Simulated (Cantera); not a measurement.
What does this Cantera script print?

```python
import numpy as np
import cantera as ct

gas_names = [...]  # 49 gases of nasa_gas.yaml made of B, Cl, H, N, O
cond_names = """
    B(b) B(L) BN(s) B2O3(L) B3O3H3(cr) H2O(s) H2O(L) NH4CL(a) NH4CL(b)
""".split()


# ... load() reads the species with a 1 bar reference pressure and builds the phases ...
atoms = {
    'BCl3': {'B': 1, 'CL': 3},
    'H2O': {'H': 2, 'O': 1},
    'N2': {'N': 2},
}
top_T = {'BN(s)': 3200}  # K; cautious upper limits of use, not melting points


# ... equilibrate(T, P, feed) seeds the gas with the atoms and calls Mixture.equilibrate('TP', solver="vcs", rtol=1e-11, max_steps=5000) ...
results = []
feed = {'BCl3': 1, 'H2O': 1.9, 'N2': 10}  # mol
P = 23000  # Pa
for T in [750, 950, 1150, 1350, 1550, 1750, 1950]:
    mix = equilibrate(T, P, feed)
    results.append((T, P, feed, dict(zip(mix.species_names, mix.species_moles))))
    x = sorted(zip(gas.X, gas.species_names), reverse=True)
    print(f"T = {T:g} K  P = {P:g} Pa  gas = {mix.phase_moles(0):.4g} mol")
    print("   x: " + "  ".join(f"{s} {v:.3e}" for v, s in x if v > 1e-05))
    print("   condensed (mol): " + ("  ".join(f"{mix.phase(i).name} {mix.phase_moles(i):.4g}"
          for i in range(1, mix.n_phases) if mix.phase_moles(i) > 1e-12) or "none"))
```

It prints:

```
T = 750 K  P = 23000 Pa  gas = 13.4 mol
   x: N2 7.464e-01  HCL 2.239e-01  H2O 2.937e-02  H3B3O6 3.254e-04
   condensed (mol): B2O3(L) 0.4935
T = 950 K  P = 23000 Pa  gas = 13.4 mol
   x: N2 7.463e-01  HCL 2.239e-01  H2O 2.972e-02  H3B3O6 8.906e-05
   condensed (mol): B2O3(L) 0.4982
T = 1150 K  P = 23000 Pa  gas = 13.4 mol
   x: N2 7.462e-01  HCL 2.239e-01  H2O 2.973e-02  HBO2 1.419e-04  H3B3O6 3.486e-05  CL 1.046e-05
   condensed (mol): B2O3(L) 0.4983
T = 1350 K  P = 23000 Pa  gas = 13.41 mol
   x: N2 7.455e-01  HCL 2.235e-01  H2O 2.883e-02  HBO2 1.941e-03  CL 1.141e-04  H2 6.573e-05  H3B3O6 1.652e-05
   condensed (mol): B2O3(L) 0.4866
T = 1550 K  P = 23000 Pa  gas = 13.49 mol
   x: N2 7.413e-01  HCL 2.216e-01  H2O 2.372e-02  HBO2 1.194e-02  CL 6.345e-04  H2 3.353e-04  B2O3 2.533e-04  BOCL 1.050e-04  CL2 1.414e-05
   condensed (mol): B2O3(L) 0.4152
T = 1750 K  P = 23000 Pa  gas = 13.77 mol
   x: N2 7.260e-01  HCL 2.140e-01  HBO2 3.589e-02  H2O 1.179e-02  B2O3 7.280e-03  CL 2.319e-03  BOCL 1.455e-03  H2 1.191e-03  BO2 3.598e-05  CL2 2.009e-05  H 1.674e-05
   condensed (mol): B2O3(L) 0.1421
T = 1950 K  P = 23000 Pa  gas = 13.95 mol
   x: N2 7.169e-01  HCL 2.052e-01  HBO2 3.949e-02  B2O3 1.425e-02  H2O 1.054e-02  CL 6.455e-03  BOCL 3.418e-03  H2 3.242e-03  BO2 1.820e-04  H 1.361e-04  HBO 5.649e-05  OH 4.018e-05  BO 3.611e-05  CL2 2.605e-05  NO 1.838e-05
   condensed (mol): none
```

Method: chemical equilibrium by Gibbs-energy minimisation in Cantera with the NASA 1993 tables (ideal gas, pure condensed phases). The tables' values for BOCl are old estimates; treat these amounts as uncertain. Gases not in the tables: H3BO3.
